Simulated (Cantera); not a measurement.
Input: 1 mol Ta2O5, 0.5 mol CH4, 0.38 mol H2, held at 1 atm.

Cantera equilibrium calculation (NASA polynomials, part measured and part estimated; ideal gas, pure solids and liquids). Candidate condensed phases: C, C6H6, C7H8, C8H18, H2O, Ta, TaC, Ta2O5; 113 gas species. Mutual solubility and eutectic melting of coexisting phases are not modelled. TaC: taken at fixed stoichiometry. Condensed phases not in the tables: Ta2C. Kinetics and transport are ignored.

log p: log10 of the partial pressure in bar; n: condensed amount in mol.

| T (°C) | log p H2 | log p CO | log p H | log p H2O | log p CO2 | log p TaO2 | log p CH4 | n TaC(s) | n Ta2O5(s) | n Ta2O5(l) |
|---|---|---|---|---|---|---|---|---|---|---|
| 1352 | -0.10 | -0.68 | -4.20 | -2.48 | -3.57 | -10.12 | -4.44 | 0.145 | 0.928 | 0 |
| 1427 | -0.10 | -0.68 | -3.88 | -2.45 | -3.57 | -9.20 | -4.80 | 0.145 | 0.928 | 0 |
| 1502 | -0.10 | -0.68 | -3.59 | -2.41 | -3.57 | -8.36 | -5.13 | 0.145 | 0.928 | 0 |
| 1577 | -0.10 | -0.68 | -3.32 | -2.38 | -3.57 | -7.59 | -5.43 | 0.145 | 0.927 | 0 |
| 1652 | -0.10 | -0.68 | -3.07 | -2.35 | -3.57 | -6.88 | -5.70 | 0.145 | 0.927 | 0 |
| 1727 | -0.10 | -0.68 | -2.84 | -2.32 | -3.57 | -6.23 | -5.95 | 0.145 | 0.927 | 0 |
| 1802 | -0.10 | -0.68 | … | -2.30 | -3.58 | … | … | 0.145 | 0 | 0.927 |
| 1877 | -0.10 | -0.69 | -2.42 | -2.30 | -3.59 | -5.13 | -6.39 | 0.145 | 0 | 0.927 |
| 1952 | -0.10 | -0.69 | … | -2.29 | -3.61 | … | … | 0.145 | 0 | 0.927 |
| 2027 | -0.10 | -0.69 | -2.06 | -2.29 | -3.62 | -4.22 | -6.75 | 0.145 | 0 | 0.927 |

### Question
Complete the blanks.

### Answer

- 1802, log p H: -2.62
- 1802, log p TaO2: -5.64
- 1802, log p CH4: -6.18
- 1952, log p H: -2.24
- 1952, log p TaO2: -4.66
- 1952, log p CH4: -6.57
